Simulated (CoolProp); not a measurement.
A simple Rankine cycle with R1336mzz(Z): condensing at 304.15 K, boiler at 0.805 MPa, turbine inlet 380.8 K, turbine efficiency 0.85, pump efficiency 0.8, no recuperator. Each further row changes one setting.

Values from CoolProp's reference Helmholtz-energy equation of state, McLinden 2020.

| case | thermal efficiency (%) | net work (kJ/kg) | heat in (kJ/kg) | turbine exit temperature (K) | volume ratio over the turbine |
|---|---|---|---|---|---|
| as stated | 13.0 | 29.0 | 223 | 335.5 | 9.39 |
| turbine inlet 400.8 K | 12.8 | 31.5 | 246 | 356.9 | 9.04 |
| condensing temperature 296.15 K | 14.3 | 33.2 | 233 | 330.3 | 12.7 |
| boiler pressure 0.564 MPa | 11.2 | 25.6 | 229 | 345.3 | 6.22 |
| turbine efficiency 0.75 | 11.4 | 25.5 | 223 | 339.2 | 9.51 |
